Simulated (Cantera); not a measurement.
A freely propagating, adiabatic, planar premixed flame of 21.9 % H2, 16.4 % O2, 61.7 % N2, equivalence ratio 0.67, unburnt at 675 K and 500000 Pa; mixture-averaged transport, grid criteria slope 0.08 and curve 0.16, no radiation.

Detailed kinetics in Cantera: the H2/O2 subset of GRI-Mech 3.0, which has no nitrogen chemistry. The hydrogen kinetics of GRI-Mech 3.0 are dated; newer H2 mechanisms differ, most at raised pressure. Burning velocities carry a grid error of a few per cent, more on coarse grids. Lean hydrogen flames are cellular in practice and burn faster than this planar one.

Q: Predict: laminar burning velocity; thermal thickness; peak x(H2O2); peak x(O); peak x(OH); peak x(HO2).

A: 
```
Quantity                     Result
------------------------  ---------
laminar burning velocity   500 cm/s
thermal thickness         0.0597 mm
peak x(H2O2)                7.55e-5
peak x(O)                   0.00833
peak x(OH)                   0.0137
peak x(HO2)                0.000791
```
